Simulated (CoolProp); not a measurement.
Values from CoolProp's reference Helmholtz-energy equation of state, Lemmon 2006. It is a short technical equation, of lower accuracy than the large ones.

Task: Give the vapour pressure (MPa), vapour density (kg/m³), liquid cp (kJ/(kg K)), surface tension (mN/m) of saturated n-nonane at 425.9 K.

Result: 
```json
[
 {"T (K)": "425.9", "p (MPa)": "0.107", "vapour density (kg/m³)": "4.12", "liquid cp (kJ/(kg K))": "2.74", "surface tension (mN/m)": "11.0"}
]
```

Surface tension comes from a separate correlation (Mulero 2012).
